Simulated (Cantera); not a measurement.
**Low-pressure radical oxidation in H2/O2**

A perfectly stirred reactor is fed with H2 : O2 = 0.008 : 1 (molar parts), at 20.0 Torr; it is held at 1250 K, and followed from long to short residence time.

Model: the H2/O2 subset of GRI-Mech 3.0, which has no nitrogen chemistry, integrated in Cantera. Radical loss at walls, strong at low pressure, is not modelled.

| τ (s) | x H2 | x O2 | x O | x H2O | x HO2 | x OH |
|---|---|---|---|---|---|---|
| 29 | 3.59e-6 | 0.992 | 0.000122 | 0.00791 | 1.11e-7 | 0.000100 |
| 11 | 6.35e-6 | 0.992 | 0.000230 | 0.00789 | 1.73e-7 | 0.000138 |
| 4.2 | 1.11e-5 | 0.992 | 0.000428 | 0.00786 | 2.61e-7 | 0.000189 |
| 1.6 | 1.91e-5 | 0.991 | 0.000781 | 0.00781 | 3.82e-7 | 0.000257 |
| 0.60 | 3.31e-5 | 0.990 | 0.00139 | 0.00774 | 5.41e-7 | 0.000348 |
| 0.23 | 5.75e-5 | 0.989 | 0.00229 | 0.00764 | 7.30e-7 | 0.000459 |
| 0.086 | 0.000105 | 0.988 | 0.00348 | 0.00750 | 9.47e-7 | 0.000595 |
| 0.033 | 0.000200 | 0.987 | 0.00460 | 0.00728 | 1.17e-6 | 0.000751 |
| 0.012 | 0.000428 | 0.986 | 0.00529 | 0.00691 | 1.44e-6 | 0.000956 |
| 0.0047 | 0.000904 | 0.986 | 0.00526 | 0.00627 | 1.70e-6 | 0.00119 |
x: mole fraction; the columns are a selection and need not sum to one.
